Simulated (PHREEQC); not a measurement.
0.041 g of hydrous ferric oxide (600 m²/g; 0.2 weak and 0.005 strong sites per Fe, Dzombak-Morel constants, diffuse double layer) in 1 kg of water with 0.3 mol/kgw of an inert sodium salt and 2.7e-06 mol/kgw MnCl2 and 2.1e-07 mol/kgw CaCl2, at 25 °C; the pH is set by adding NaOH or the inert anion's acid. No oxygen is let in. No CO2 enters from the air. Nothing may precipitate in this run.

All values are PHREEQC results (ion-association model, wateq4f.dat), not measurements.

```csv
pH,Mn sorbed (%),Ca sorbed (%),surface charge σ (C/m²),surface potential ψ (mV)
4,0.0,0.0,0.349,123
4.5,0.0,0.0,0.318,118
5,0.0,0.0,0.269,110
5.5,0.1,0.0,0.210,98
6,0.6,0.0,0.154,83
6.5,4.1,0.0,0.106,65
7.5,51.2,0.3,0.035,27
8,78.7,0.8,0.008,7
8.5,94.4,3.2,-0.018,-14
9,99.0,15.2,-0.047,-35
9.5,99.8,49.0,-0.082,-55
10,100.0,82.6,-0.125,-73
```
